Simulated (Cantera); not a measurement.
What does this Cantera script print?

```python
import numpy as np
import cantera as ct

gas_names = """
    AL ALH ALN AL2 H H2 N NH NH2 NH3 N2 N2H2 N2H4
""".split()
cond_names = """
    AL(cr) AL(L) ALN(s)
""".split()


# ... load() reads the species with a 1 bar reference pressure and builds the phases ...
atoms = {
    'Al': {'AL': 1},
    'NH3': {'N': 1, 'H': 3},
    'H2': {'H': 2},
}
top_T = {'ALN(s)': 2750}  # K; cautious upper limits of use, not melting points


# ... equilibrate(T, P, feed) seeds the gas with the atoms and calls Mixture.equilibrate('TP', solver="vcs", rtol=1e-11, max_steps=5000) ...
results = []
T = 1548.15  # K
P = 1000  # Pa
for m in [0.15, 0.26, 0.47, 0.85, 1.5, 2.7, 4.9, 8.9, 16]:
    feed = {'Al': 1, 'NH3': m, 'H2': 61}  # mol
    mix = equilibrate(T, P, feed)
    results.append((T, P, feed, dict(zip(mix.species_names, mix.species_moles))))

top = {s: max(r[3][s] / sum(r[3][g] for g in gas_names) for r in results) for s in gas_names}
cols = sorted((s for s in top if top[s] > 1e-06), key=lambda s: -top[s])[:5]
seen = [c for c in cond_names if any(r[3].get(c, 0) > 1e-12 for r in results)]
print("log10 of partial pressures in bar; condensed amounts in mol")
print(f"{'n(NH3)':>10s}" + "".join(f"{s[:9]:>10s}" for s in cols + seen))
for T, P, feed, n in results:
    ng = sum(n[g] for g in gas_names)
    print(f"{feed['NH3']:10.4g}" + "".join(f"{np.log10(max(n[s] / ng * P / 1e5, 1e-99)):10.3f}" for s in cols)
          + "".join(f"{n.get(c, 0):10.4g}" for c in seen))
```

Result:

```
log10 of partial pressures in bar; condensed amounts in mol
    n(NH3)        H2        N2        AL         H       ALH     AL(L)    ALN(s)
      0.15    -2.001    -9.947    -4.546    -5.512    -5.544    0.6576      0.15
      0.26    -2.001    -9.947    -4.546    -5.512    -5.544    0.5471      0.26
      0.47    -2.001    -9.947    -4.546    -5.512    -5.544    0.3361      0.47
      0.85    -2.001    -9.716    -4.661    -5.511    -5.659         0      0.85
       1.5    -2.002    -4.405    -7.317    -5.512    -8.315         0    0.9997
       2.7    -2.006    -3.889    -7.574    -5.514    -8.575         0    0.9998
       4.9    -2.012    -3.557    -7.741    -5.517    -8.744         0    0.9999
       8.9    -2.023    -3.297    -7.871    -5.522    -8.879         0    0.9999
        16    -2.037    -3.091    -7.974    -5.529    -8.990         0    0.9999
```

Method: chemical equilibrium by Gibbs-energy minimisation in Cantera with the NASA 1993 tables (ideal gas, pure condensed phases). Mutual solubility and eutectic melting of coexisting phases are not modelled.
